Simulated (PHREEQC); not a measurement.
Solution (25 °C): 0.0011 mol/kgw NaH2PO4 and 0.0015 mol/kgw H2SO4. Closed to the air; pH follows from the charge balance.

All values are PHREEQC results (ion-association model, phreeqc.dat), not measurements.

| quantity | before | after |
|---|---|---|
| pH | 2.63 | 3.26 |
| H2PO4- (mol/kgw) | 0.000834 | 0.000204 |
| H3PO4 (mol/kgw) | 0.000267 | 1.60e-5 |
| HPO4-2 (mol/kgw) | 2.76e-8 | 2.57e-8 |

**Question.** Name the change that produced these shifts.
(A) NaH2PO4 from 0.0011 to 0.0055 mol/kgw
(B) H2SO4 from 0.0015 to 0.015 mol/kgw
(C) 0.00016 mol/kgw Ca(OH)2 added
(D) temperature from 25 to 90 °C
(E) diluted 5-fold with water

**Answer.** E, diluted 5-fold with water

Precipitation was switched off in this run.
